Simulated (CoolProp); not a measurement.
Properties of methanol along the isotherm 151.35 °C (Tc = 240.2 °C, pc = 82.16 bar, ω = 0.565).

Computed with CoolProp (reference Helmholtz-energy equation of state, de Reuck 1993).

| p (bar) | phase | density (kg/m³) | cp (kJ/(kg K)) | cv (kJ/(kg K)) | viscosity (µPa s) | conductivity (mW/(m K)) |
|---|---|---|---|---|---|---|
| 3.73 | gas | 3.514 | 1.920 | 1.569 | … | 29.1 |
| 7.47 | gas | 7.376 | 2.459 | 1.912 | 13.5 | 30.0 |
| 11.2 | gas | 11.80 | 3.832 | … | 13.3 | 31.1 |
| 14.9 | liquid | 644.3 | 3.861 | 2.917 | … | 176 |
| 18.7 | liquid | 645.4 | 3.852 | 2.914 | 137 | 176 |
| 22.4 | liquid | … | 3.843 | 2.911 | 137 | 176 |
| 26.1 | liquid | 647.4 | 3.834 | 2.908 | 138 | 177 |
| 29.9 | liquid | 648.5 | 3.826 | 2.905 | 139 | 177 |
| 33.6 | liquid | 649.4 | 3.817 | 2.903 | 139 | 177 |
| 37.3 | liquid | 650.4 | 3.809 | 2.900 | 140 | 177 |
| 41.1 | liquid | 651.4 | 3.801 | 2.898 | 141 | 177 |

### Question
Complete the blanks.

### Answer

- 3.73, viscosity (µPa s): 13.7
- 11.2, cv (kJ/(kg K)): 2.729
- 14.9, viscosity (µPa s): 136
- 22.4, density (kg/m³): 646.4

Viscosity comes from a separate model (Xiang 2006). Thermal conductivity comes from a separate model (Sykioti 2013).
